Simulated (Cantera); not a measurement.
# NO annealing gas

A perfectly stirred reactor is fed with 12.7 % NO, 87.3 % N₂, at 1.00 bar; it is held at 1673 K, and followed from long to short residence time.

Computed with Cantera and GRI-Mech 3.0 (53 species, 325 reactions).

```
τ (s)      x NO      x O₂    x N₂O    x NO₂      x O   x N₂
-------  ------  --------  -------  -------  -------  -----
21       0.0963    0.0151  3.61e-6  8.80e-5  4.27e-6  0.889
7.0       0.113   0.00658  4.98e-6  7.13e-5  2.96e-6  0.880
2.3       0.122   0.00241  5.74e-6  5.17e-5  2.02e-6  0.876
0.76      0.125  0.000814  6.02e-6  3.91e-5  1.50e-6  0.874
0.25      0.126  0.000259  6.04e-6  3.27e-5  1.26e-6  0.874
0.083     0.126   7.50e-5  5.82e-6  2.84e-5  1.10e-6  0.874
0.027     0.127   1.60e-5  5.14e-6  2.20e-5  8.75e-7  0.873
0.0090    0.127   1.79e-6  3.81e-6  1.20e-5  5.13e-7  0.873
0.0030    0.127   9.75e-8  2.15e-6  4.02e-6  2.16e-7  0.873
0.00098   0.127   6.10e-9  9.12e-7  1.12e-6  9.87e-8  0.873
0.00032   0.127  7.36e-10  3.30e-7  3.07e-7  5.98e-8  0.873
```
x: mole fraction; the columns are a selection and need not sum to one.
